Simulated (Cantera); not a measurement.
An isothermal, constant-pressure homogeneous reactor starts with CH₄ : H₂ : CO₂ = 0.014 : 1 : 0.0031 (molar parts), at 1423 K and 0.138 atm. Integrator tolerance rtol = 1e-08.

Computed with Cantera and GRI-Mech 3.0 (53 species, 325 reactions). GRI-Mech 3.0 stops at C3 and has no aromatics, soot or wall deposition, so with more carbon than oxygen in the feed, carbon stays in small species such as C2H2 where larger ones or solid carbon would form.

What does this change do: CO2 0.0031 to 0.017 parts?


```csv
quantity,before,after
x(CH₄) at 300 s,0.0106 (gas-phase equilibrium 0.00856),0.0102 (gas-phase equilibrium 2.13e-6)
x(H₂) at 300 s,0.982 (gas-phase equilibrium 0.984),0.955 (gas-phase equilibrium 0.968)
x(CO₂) at 300 s,4.14e-6 (gas-phase equilibrium 4.11e-10),0.000123 (gas-phase equilibrium 3.73e-5)
x(CH₂CO) at 300 s,1.99e-9 (gas-phase equilibrium 5.16e-10),1.08e-8 (gas-phase equilibrium <1e-12)
x(H₂O) at 300 s,0.00299 (gas-phase equilibrium 1.51e-7),0.0161 (gas-phase equilibrium 0.00280)
x(CH₂) at 300 s,5.16e-11 (gas-phase equilibrium 4.16e-11),5.21e-11 (gas-phase equilibrium <1e-12)
x(HO₂) at 300 s,<1e-12 (gas-phase equilibrium <1e-12),<1e-12 (gas-phase equilibrium <1e-12)
```
